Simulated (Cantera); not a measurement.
A freely propagating, adiabatic, planar premixed flame of H₂ : O₂ : N₂ = 1 : 0.167 : 0.627 (molar parts), equivalence ratio 3.0, unburnt at 600 K and 6150 Torr; mixture-averaged transport, grid criteria slope 0.08 and curve 0.16, no radiation.

Cantera simulation using the H2/O2 subset of GRI-Mech 3.0, which has no nitrogen chemistry; the numbers are that mechanism's predictions, not measurements. The hydrogen kinetics of GRI-Mech 3.0 are dated; newer H2 mechanisms differ, most at raised pressure. Burning velocities carry a grid error of a few per cent, more on coarse grids.

Task: What does this change do: inlet temperature 600 to 700 K?

Result: 
| quantity | before | after |
|---|---|---|
| laminar burning velocity | 671 cm/s | 968 cm/s |
| thermal thickness | 0.0356 mm | 0.0369 mm |
| peak x(OH) | 0.00120 | 0.00156 |
| peak x(H) | 0.0314 | 0.0386 |
| peak x(H₂O₂) | 6.39e-5 | 4.48e-5 |
| peak x(O) | 0.000720 | 0.000933 |

Task: What does this change do: inlet temperature 600 to 525 K?

Result: 
```tsv
quantity	before	after
laminar burning velocity	671 cm/s	493 cm/s
thermal thickness	0.0356 mm	0.0351 mm
peak x(OH)	0.00120	0.000975
peak x(H)	0.0314	0.0266
peak x(H₂O₂)	6.39e-5	8.48e-5
peak x(O)	0.000720	0.000580
```

Task: What does this change do: inlet temperature 600 to 448 K?

Result: 
| quantity | before | after |
|---|---|---|
| laminar burning velocity | 671 cm/s | 344 cm/s |
| thermal thickness | 0.0356 mm | 0.0352 mm |
| peak x(OH) | 0.00120 | 0.000766 |
| peak x(H) | 0.0314 | 0.0218 |
| peak x(H₂O₂) | 6.39e-5 | 0.000112 |
| peak x(O) | 0.000720 | 0.000451 |
